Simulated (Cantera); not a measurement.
A closed system holds: 1 mol V, 0.1 mol NH3, at 1550 °C and 100000 Pa.

Cantera equilibrium calculation (NASA polynomials, part measured and part estimated; ideal gas, pure solids and liquids). Candidate condensed phases: V, VN; 11 gas species. Mutual solubility and eutectic melting of coexisting phases are not modelled. VN: taken at fixed stoichiometry. Condensed phases not in the tables: V2N, N, O or C dissolved in the metal. Kinetics and transport are ignored.

Base state: H2 0.999, H 0.000433, N2 0.000174 (mole fractions); condensed: V(s) + VN(s).

Question: What changes in the equilibrium state with this change: temperature from 1550 °C to 2402 °C?

Answer: 
| species | before | after |
|---|---|---|
| H2 | 0.999 | 0.709 |
| N2 | 0.000174 | 0.244 |
| H | 0.000433 | 0.0435 |
| V | 1.21e-7 | 0.00347 |
| V(s), mol | 0.900 | 0 |
| VN(s), mol | 0.0999 | 0 |
| V(l), mol | 0 | 0.999 |
